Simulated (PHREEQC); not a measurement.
# Copper plating or etch bath

A solution holds 0.19 mol Cu(NO3)2, 0.001 mol H2SO4 and 0.0063 mol H3BO3 per kg of water, at 25 °C. Closed to the air; pH follows from the charge balance.

Model: ion-association model, wateq4f.dat, run in PHREEQC.

Each row changes one thing in this solution. This is a speciation only: nothing precipitates in the calculation.

```csv
case,pH,ionic strength (mol/kgw),SO4-2 (mol/kgw),HSO4- (mol/kgw),H2BO3- (mol/kgw)
as made,2.82,0.571,0.000380,1.65e-5,4.74e-9
0.048 mol/kgw NaHCO3 added,5.23,0.535,0.000426,7.41e-8,1.18e-6
H2SO4 from 0.001 to 0.0005 mol/kgw,3.12,0.570,0.000191,4.18e-6,9.42e-9
0.0095 mol/kgw Li2CO3 added,5.15,0.560,0.000402,8.26e-8,1.00e-6
0.034 mol/kgw CsOH added,5.44,0.555,0.000425,4.52e-8,1.94e-6
Cu(NO3)2 left out,2.75,0.00275,0.000873,0.000127,2.17e-9
0.002 mol/kgw H4SiO4 added,2.82,0.571,0.000380,1.65e-5,4.74e-9
```

Some of these states are supersaturated (in Malachite, Brochantite, Antlerite, for instance).
